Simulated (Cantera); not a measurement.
What does this Cantera script print?

```python
import numpy as np
import cantera as ct

gas = ct.Solution("h2o2.yaml")
gas.TPX = 1400, 150, {'H2': 0.047, 'O2': 1}
reactor = ct.IdealGasConstPressureReactor(gas, energy="off", clone=False)
net = ct.ReactorNet([reactor])
net.rtol, net.atol = 1e-08, 1e-18
show = ['H2', 'O2', 'H2O', 'H', 'OH', 'O', 'HO2']
times = np.geomspace(2e-05, 7, 9)

steps = ct.SolutionArray(gas, extra=["t"])
rows = []
print(f"{'t/s':>10s}{'T/K':>9s}{'P/Pa':>11s}" + "".join(f"{s:>11s}" for s in show))
for t in times:
    while net.time < t:
        t_next = net.step()
        steps.append(gas.state, t=t_next)
    rows.append([np.interp(t, steps.t, y) for y in (steps.T, steps.P, *steps(*show).X.T)])
    print(f"{t:10.3e}{rows[-1][0]:9.1f}{rows[-1][1]:11.4g}" + "".join(f"{x:11.3e}" for x in rows[-1][2:]))
rate = np.gradient(steps.T, steps.t)
print("integrator steps:", len(steps.t))
if steps.T.max() > steps.T[0] + 200:
    print(f"time of steepest temperature rise: {steps.t[rate.argmax()]:.4e} s")
gas.TPX = 1400, 150, {'H2': 0.047, 'O2': 1}
gas.equilibrate("TP")
print(f"equilibrium (TP): T = {gas.T:.1f} K  " + "  ".join(f"{s} {gas[s].X[0]:.3e}" for s in show))
```

Output:

```
       t/s      T/K       P/Pa         H2         O2        H2O          H         OH          O        HO2
 2.000e-05   1400.0        150  4.489e-02  9.551e-01  1.682e-12  2.137e-09  1.201e-10  1.206e-10  2.256e-09
 9.864e-05   1400.0        150  4.489e-02  9.551e-01  1.753e-10  8.783e-09  2.472e-09  2.520e-09  1.112e-08
 4.865e-04   1400.0        150  4.489e-02  9.551e-01  1.374e-08  2.940e-08  3.604e-08  3.925e-08  5.483e-08
 2.399e-03   1400.0        150  4.489e-02  9.551e-01  1.302e-06  4.275e-07  9.530e-07  1.146e-06  2.696e-07
 1.183e-02   1400.0        150  9.776e-03  9.261e-01  2.758e-02  6.090e-03  8.980e-03  2.148e-02  2.297e-07
 5.835e-02   1400.0        150  6.932e-04  9.160e-01  3.911e-02  4.802e-03  5.388e-03  3.397e-02  1.945e-07
 2.878e-01   1400.0        150  6.736e-04  9.172e-01  3.931e-02  4.580e-03  5.315e-03  3.289e-02  1.927e-07
 1.419e+00   1400.0        150  5.862e-04  9.225e-01  4.018e-02  3.648e-03  4.972e-03  2.816e-02  1.841e-07
 7.000e+00   1400.0        150  3.157e-04  9.375e-01  4.265e-02  1.369e-03  3.678e-03  1.452e-02  1.447e-07
integrator steps: 678
equilibrium (TP): T = 1400.0 K  H2 5.512e-07  O2 9.540e-01  H2O 4.584e-02  H 9.387e-08  OH 1.551e-04  O 2.402e-05  HO2 3.747e-08
```

Cantera simulation using the H2/O2 subset of GRI-Mech 3.0, which has no nitrogen chemistry; the numbers are that mechanism's predictions, not measurements. Radical loss at walls, strong at low pressure, is not modelled. The temperature is held fixed by assumption; the heat of reaction is taken as removed at once.
